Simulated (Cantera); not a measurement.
Input (Python, Cantera):

```python
import numpy as np
import cantera as ct

gas = ct.Solution("h2o2.yaml")
gas.TPX = 700, 101325, {'H2': 1, 'O2': 0.794, 'N2': 3.25}
flame = ct.FreeFlame(gas, width=0.04)
flame.set_refine_criteria(ratio=3, slope=0.08, curve=0.16)
flame.transport_model = "unity-Lewis-number"
flame.solve(loglevel=0, auto=True)
z, T = flame.grid, flame.T
thick = (T[-1] - T[0]) / np.gradient(T, z).max()
show = ['H2', 'O2', 'O', 'OH', 'HO2', 'H2O2']
print(f"laminar burning velocity  {flame.velocity[0] * 100:.3f} cm/s")
print(f"burnt temperature         {T[-1]:.1f} K")
print(f"thermal thickness         {thick * 1e3:.4f} mm")
print(f"grid points               {len(z)}")
z0 = z[flame.heat_release_rate.argmax()]
print(f"{'z/mm':>9s}{'T/K':>9s}{'u/(m/s)':>9s}" + "".join(f"{s:>11s}" for s in show))
rows = []
for k in (-3, -2, -1.5, -1, -0.5, -0.25, 0, 0.25, 0.5, 1, 2, 4, 8):
    zz = z0 + k * thick
    rows.append([k * thick, np.interp(zz, z, T), np.interp(zz, z, flame.velocity),
                 *(np.interp(zz, z, flame.X[gas.species_index(s)]) for s in show)])
    print(f"{rows[-1][0] * 1e3:9.3f}{rows[-1][1]:9.1f}{rows[-1][2]:9.3f}" + "".join(f"{x:11.3e}" for x in rows[-1][3:]))
```

Result:

```
laminar burning velocity  460.130 cm/s
burnt temperature         2136.4 K
thermal thickness         0.3324 mm
grid points               125
     z/mm      T/K  u/(m/s)         H2         O2          O         OH        HO2       H2O2
   -0.997    700.0    4.601  1.983e-01  1.574e-01  3.185e-13  1.979e-14  4.204e-09  7.973e-11
   -0.665    700.0    4.601  1.983e-01  1.574e-01  4.920e-11  3.063e-12  7.426e-08  1.406e-09
   -0.499    700.1    4.602  1.982e-01  1.574e-01  1.137e-09  7.166e-11  5.112e-07  9.679e-09
   -0.332    701.1    4.608  1.981e-01  1.573e-01  1.060e-07  9.054e-09  7.976e-06  1.513e-07
   -0.166    744.2    4.878  1.929e-01  1.548e-01  3.389e-05  3.622e-05  1.616e-04  3.463e-06
   -0.083    934.0    6.048  1.635e-01  1.414e-01  7.375e-04  6.251e-04  1.516e-04  6.017e-06
    0.000   1276.7    8.084  8.180e-02  1.035e-01  6.540e-03  4.400e-03  8.200e-05  6.107e-06
    0.083   1514.8    9.430  2.938e-02  7.527e-02  1.363e-02  9.597e-03  4.881e-05  3.615e-06
    0.166   1642.4   10.124  1.904e-02  6.810e-02  1.434e-02  1.178e-02  3.680e-05  2.084e-06
    0.332   1780.0   10.854  1.488e-02  6.528e-02  1.161e-02  1.312e-02  2.685e-05  1.091e-06
    0.665   1907.6   11.515  1.076e-02  6.373e-02  7.954e-03  1.306e-02  1.796e-05  6.092e-07
    1.329   2009.9   12.036  6.564e-03  6.298e-02  4.637e-03  1.143e-02  1.062e-05  3.743e-07
    2.659   2079.5   12.386  3.299e-03  6.295e-02  2.270e-03  8.728e-03  5.788e-06  2.431e-07
```

Computed with Cantera and the H2/O2 subset of GRI-Mech 3.0, which has no nitrogen chemistry. Unity Lewis numbers drop preferential diffusion, which matters most where H2 and H carry the flame. Burning velocities carry a grid error of a few per cent, more on coarse grids. Lean hydrogen flames are cellular in practice and burn faster than this planar one.
